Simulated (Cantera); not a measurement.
# Thermodynamics of metals in furnace atmospheres, feed Cu + NH₃ + H₂

Feed: 1 mol Cu, 2.2 mol NH₃, 14 mol H₂, held at 7.50 Torr.

Equilibrium computed with Cantera from the NASA thermochemical tables; the gas is ideal and each condensed phase is pure. Candidate condensed phases: Cu; 11 gas species. Kinetics and transport are ignored.

```
T (K)   x H₂    x N₂      x Cu      x H    x NH₃  n Cu(s)  n Cu(l)
-----  -----  ------  --------  -------  -------  -------  -------
1025   0.940  0.0598   4.15e-9  4.22e-8  1.10e-6     1.00        0
1075   0.940  0.0598   2.55e-8  1.42e-7  8.16e-7     1.00        0
1125   0.940  0.0598   1.34e-7  4.31e-7  6.19e-7    1.000        0
1175   0.940  0.0598   6.05e-7  1.19e-6  4.80e-7    1.000        0
1225   0.940  0.0598   2.42e-6  3.02e-6  3.80e-7    1.000        0
1275   0.940  0.0598   8.66e-6  7.15e-6  3.06e-7    1.000        0
1325   0.940  0.0598   2.81e-5  1.59e-5  2.51e-7    0.999        0
1375   0.940  0.0598   8.23e-5  3.32e-5  2.08e-7        0    0.998
1425   0.940  0.0598  0.000217  6.61e-5  1.75e-7        0    0.996
```
x: gas mole fraction; n: condensed amount in mol.

From 1025 K to 1325 K the condensed part is Cu(s). From 1375 K to 1425 K the condensed part is Cu(l).
